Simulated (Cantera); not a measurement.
Input: 1 mol SiHCl3, 0.48 mol N2, at 627 °C and 10.0 mbar.

Equilibrium computed with Cantera from the NASA thermochemical tables; the gas is ideal and each condensed phase is pure. Candidate condensed phases: NH4Cl, Si, Si3N4; 28 gas species. N2 is the only nitrogen source here; it is nearly inert below about 1500 K, so the nitride shown seldom forms there in practice. The tables' values for SiCl3 are old estimates; treat these amounts as uncertain. The numbers say what is thermodynamically allowed, not how fast it happens.

Base state: SiCl4 0.375, HCl 0.359, N2 0.135, H2 0.131, SiHCl3 0.000388, SiCl3 4.47e-5 (mole fractions); condensed: Si3N4(s).

Question: What changes in the equilibrium state with this change: N2 from 0.48 to 5.6 mol?

Answer: 
```csv
species,before,after
N2,0.135,0.786
HCl,0.359,0.116
SiCl4,0.375,0.0822
H2,0.131,0.0162
SiHCl3,0.000388,3.26e-5
SiCl3,4.47e-5,1.07e-5
"Si3N4(s), mol",0.131,0.148
```
